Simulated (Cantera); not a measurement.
An isothermal, constant-pressure homogeneous reactor starts with CO : O₂ : H₂O : N₂ = 0.013 : 0.024 : 0.00048 : 1 (molar parts), equivalence ratio 0.27, at 1350 K and 4.10 bar. Integrator tolerance rtol = 1e-08.

Cantera simulation using GRI-Mech 3.0 (53 species, 325 reactions); the numbers are that mechanism's predictions, not measurements.

Problem. What does this change do: temperature 1350 to 1123 K?

Solution. 
```
quantity                                            before                                      after
---------------  -----------------------------------------  -----------------------------------------
x(CO) at 200 s     1.93e-8 (gas-phase equilibrium 1.93e-8)  1.21e-10 (gas-phase equilibrium 1.21e-10)
x(O₂) at 200 s       0.0170 (gas-phase equilibrium 0.0169)      0.0170 (gas-phase equilibrium 0.0170)
x(H₂O) at 200 s  0.000465 (gas-phase equilibrium 0.000465)  0.000466 (gas-phase equilibrium 0.000466)
x(NO₂) at 200 s    1.78e-8 (gas-phase equilibrium 8.74e-7)    4.65e-9 (gas-phase equilibrium 4.76e-7)
x(CO₂) at 200 s      0.0126 (gas-phase equilibrium 0.0126)      0.0126 (gas-phase equilibrium 0.0126)
x(NO) at 200 s    3.49e-6 (gas-phase equilibrium 0.000171)    3.23e-7 (gas-phase equilibrium 3.31e-5)
```
